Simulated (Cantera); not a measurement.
A perfectly stirred reactor is fed with H2 : O2 = 0.0056 : 1 (molar parts), equivalence ratio 0.0028, at 10.00 Torr; it is held at 1075 K, and followed from long to short residence time.

Cantera simulation using the H2/O2 subset of GRI-Mech 3.0, which has no nitrogen chemistry; the numbers are that mechanism's predictions, not measurements. Radical loss at walls, strong at low pressure, is not modelled.

Question: What does this change do: pressure from 10.00 Torr to 6.00 Torr?

Answer: 
```
quantity                 before     after
---------------------  --------  --------
x(H2) at τ = 0.790 s    7.51e-5   8.56e-5
x(O2) at τ = 0.790 s      0.993     0.992
x(HO2) at τ = 0.790 s   5.96e-7   4.68e-7
x(H) at τ = 0.790 s     3.06e-5   6.73e-5
x(H2O) at τ = 0.790 s   0.00540   0.00534
x(H2) at τ = 34.0 ms   0.000577  0.000798
x(O2) at τ = 34.0 ms      0.991     0.991
x(HO2) at τ = 34.0 ms   1.45e-6   9.85e-7
x(H) at τ = 34.0 ms    0.000233  0.000310
x(H2O) at τ = 34.0 ms   0.00462   0.00431
```

Question: What does this change do: O2 1 to 0.11 parts?

Answer: 
```tsv
quantity	before	after
x(H2) at τ = 0.790 s	7.51e-5	0.000309
x(O2) at τ = 0.790 s	0.993	0.948
x(HO2) at τ = 0.790 s	5.96e-7	2.49e-6
x(H) at τ = 0.790 s	3.06e-5	0.000223
x(H2O) at τ = 0.790 s	0.00540	0.0488
x(H2) at τ = 34.0 ms	0.000577	0.00191
x(O2) at τ = 34.0 ms	0.991	0.937
x(HO2) at τ = 34.0 ms	1.45e-6	4.90e-6
x(H) at τ = 34.0 ms	0.000233	0.00342
x(H2O) at τ = 34.0 ms	0.00462	0.0446
```
The temperature is held fixed by assumption; the heat of reaction is taken as removed at once.
